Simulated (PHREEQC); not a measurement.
Solution (25 °C): 0.0014 mol NH4HF2, 0.0097 mol H2SiF6 and 0.048 mol HCl per kg of water. Closed to the air; pH follows from the charge balance.

Model: ion-association model, phreeqc.dat, run in PHREEQC.

Each row changes one thing in this solution. Precipitation was switched off in this run.

| case | pH | ionic strength (mol/kgw) | SiF6-2 (mol/kgw) | HF (mol/kgw) | H4SiO4 (mol/kgw) | F- (mol/kgw) | SI of Chalcedony (SiO2) |
|---|---|---|---|---|---|---|---|
| as made | 1.27 | 0.0751 | 0.00901 | 0.00685 | 0.000694 | 0.000110 | +0.40 |
| temperature from 25 to 20 °C | 1.26 | 0.0755 | 0.00914 | 0.00604 | [?] | 0.000105 | +0.37 |
| temperature from 25 to 60 °C | 1.29 | 0.0702 | [?] | [?] | 0.00234 | 0.000146 | +0.57 |
| diluted 2-fold with water | 1.56 | 0.0368 | 0.00421 | 0.00511 | [?] | 0.000150 | +0.36 |
| H2SiF6 from 0.0097 to 0.00194 mol/kgw | 1.37 | 0.0527 | [?] | 0.00522 | 0.000421 | 0.000103 | +0.18 |

### Question
Complete the blanks.

### Answer

- temperature from 25 to 20 °C, H4SiO4 (mol/kgw): 0.000558
- temperature from 25 to 60 °C, SiF6-2 (mol/kgw): 0.00736
- temperature from 25 to 60 °C, HF (mol/kgw): 0.0167
- diluted 2-fold with water, H4SiO4 (mol/kgw): 0.000643
- H2SiF6 from 0.0097 to 0.00194 mol/kgw, SiF6-2 (mol/kgw): 0.00152

Some of these states are supersaturated (in Quartz (slow to form), Chalcedony (slow to form), for instance). Away from 25 °C the constants follow the database's enthalpies or fits; those with neither stay at their 25 °C values. SiF6-2 is the database's only silicon fluoride.
